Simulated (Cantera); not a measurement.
## Equilibrium for silicon nitride deposition: SiH₂Cl₂ + NH₃

Input: 1 mol SiH₂Cl₂, a varied amount of NH₃, equilibrated at 1973 K and 35.0 Pa.

Cantera equilibrium calculation (NASA polynomials, part measured and part estimated; ideal gas, pure solids and liquids). Candidate condensed phases: NH₄Cl, Si, Si₃N₄; 28 gas species. The tables' values for SiCl, SiN, SiCl₃ are old estimates; treat these amounts as uncertain. Gases not in the tables: Si₂H₆ and higher silanes. Equilibrium is a limit: real reactors are often held back by kinetics, nucleation or transport.

```tsv
n(NH₃) (mol)	x H₂	x N₂	x HCl	x Si	x H	x SiCl₂	x Cl
2.6	0.524	0.163	0.127	0.0628	0.0522	0.0533	0.00948
3	0.535	0.170	0.121	0.0599	0.0528	0.0450	0.00892
3.5	0.547	0.177	0.114	0.0567	0.0534	0.0370	0.00831
4.1	0.559	0.183	0.107	0.0532	0.0539	0.0298	0.00770
4.9	0.572	0.190	0.0985	0.0493	0.0546	0.0229	0.00702
5.7	0.583	0.196	0.0914	0.0459	0.0551	0.0180	0.00645
6.7	0.594	0.201	0.0839	0.0423	0.0556	0.0137	0.00587
7.8	0.604	0.206	0.0769	0.0389	0.0560	0.0104	0.00533
9.2	0.613	0.210	0.0695	0.0353	0.0565	0.00760	0.00478
11	0.624	0.215	0.0617	0.0315	0.0570	0.00527	0.00421
13	0.632	0.218	0.0549	0.0281	0.0573	0.00367	0.00372
15	0.639	0.221	0.0494	0.0253	0.0577	0.00264	0.00333
```
x: gas mole fraction; nothing condenses.

From 2.6 mol NH₃ to 15 mol NH₃ nothing is condensed. The main Si-bearing gas is Si throughout.
